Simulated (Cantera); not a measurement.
An isothermal, constant-pressure homogeneous reactor starts with H2 : O2 = 0.021 : 1 (molar parts), equivalence ratio 0.011, at 1275 K and 0.00128 atm. Integrator tolerance rtol = 1e-08.

Detailed kinetics in Cantera: GRI-Mech 3.0 (53 species, 325 reactions). Radical loss at walls, strong at low pressure, is not modelled.

### Question
What does this change do: temperature 1275 to 1425 K?

### Answer
```tsv
quantity	before	after
x(H2) at 50.0 s	1.78e-5 (gas-phase equilibrium 3.23e-8)	3.74e-5 (gas-phase equilibrium 3.85e-7)
x(O2) at 50.0 s	0.977 (gas-phase equilibrium 0.979)	0.975 (gas-phase equilibrium 0.979)
x(H2O) at 50.0 s	0.0204 (gas-phase equilibrium 0.0208)	0.0200 (gas-phase equilibrium 0.0207)
x(OH) at 50.0 s	0.000647 (gas-phase equilibrium 2.76e-5)	0.00137 (gas-phase equilibrium 0.000139)
x(H2O2) at 50.0 s	1.89e-9 (gas-phase equilibrium 3.34e-11)	1.13e-9 (gas-phase equilibrium 9.72e-11)
x(HO2) at 50.0 s	4.26e-8 (gas-phase equilibrium 8.08e-9)	3.73e-8 (gas-phase equilibrium 3.03e-8)
x(O) at 50.0 s	0.00172 (gas-phase equilibrium 3.08e-6)	0.00385 (gas-phase equilibrium 3.83e-5)
```
